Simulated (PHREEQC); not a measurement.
A made-up water analysis in mmol/kgw, 48 °C, pH 5.73, pe 12.2: Na 0.0365; K 0.000943; Ca 0.0565; Mg 0.0144; Cl 0.117; S(6) 0.026; Alkalinity (meq/kgw) 0.00727; B 0.000116; Pb 0.00134.

Valence states are taken as typed.

The numbers come from PHREEQC with the ion-association model, phreeqc.dat.

```json
[
 {"quantity": "CO2 (mol/kgw)", "before": "3.22e-5", "after": "3.21e-5"},
 {"quantity": "HCO3- (mol/kgw)", "before": "9.11e-6", "after": "9.13e-6"},
 {"quantity": "Pb+2 (mol/kgw)", "before": "1.29e-6", "after": "1.26e-6"},
 {"quantity": "MgSO4 (mol/kgw)", "before": "1.27e-7", "after": "3.64e-7"},
 {"quantity": "PbSO4 (mol/kgw)", "before": "1.58e-8", "after": "4.52e-8"},
 {"quantity": "SI of Pb(OH)2 (Pb(OH)2)", "before": "-1.88", "after": "-1.90"},
 {"quantity": "SI of Cerussite (PbCO3)", "before": "-2.55", "after": "-2.57"}
]
```

### Question
Which change was made?
(A) pH from 5.73 to 6.73 at the same alkalinity
(B) all concentrations times 4 at the same typed pH
(C) S(6) from 0.026 to 0.078 mmol/kgw
(D) K from 0.000943 to 0.00283 mmol/kgw

### Answer
C, S(6) from 0.026 to 0.078 mmol/kgw

This is a speciation only: nothing precipitates in the calculation. At this temperature some constants are extrapolated from 25 °C, and those without enthalpy data are left unchanged.
